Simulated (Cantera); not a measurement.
A perfectly stirred reactor is fed with 21.3 % C₂H₆, 78.7 % H₂, at 13300 Pa; it is held at 1473 K, and followed from long to short residence time.

Model: GRI-Mech 3.0 (53 species, 325 reactions), integrated in Cantera. GRI-Mech 3.0 stops at C3 and has no aromatics, soot or wall deposition, so with more carbon than oxygen in the feed, carbon stays in small species such as C2H2 where larger ones or solid carbon would form.

**Question.** Predict: x(C₂H₆) at τ = 1.80 s; x(H₂) at τ = 1.80 s; x(CH₄) at τ = 1.80 s; x(C₂H₄) at τ = 1.80 s; x(C₂H₂) at τ = 1.80 s; x(C₂H₆) at τ = 21.0 ms; x(H₂) at τ = 21.0 ms; x(CH₄) at τ = 21.0 ms; x(C₂H₄) at τ = 21.0 ms; x(C₂H₂) at τ = 21.0 ms.

**Answer.** 
* **x(C₂H₆) at τ = 1.80 s**: 0.000144
* **x(H₂) at τ = 1.80 s**: 0.807
* **x(CH₄) at τ = 1.80 s**: 0.0657
* **x(C₂H₄) at τ = 1.80 s**: 0.00623
* **x(C₂H₂) at τ = 1.80 s**: 0.121
* **x(C₂H₆) at τ = 21.0 ms**: 0.00415
* **x(H₂) at τ = 21.0 ms**: 0.783
* **x(CH₄) at τ = 21.0 ms**: 0.0937
* **x(C₂H₄) at τ = 21.0 ms**: 0.0315
* **x(C₂H₂) at τ = 21.0 ms**: 0.0864
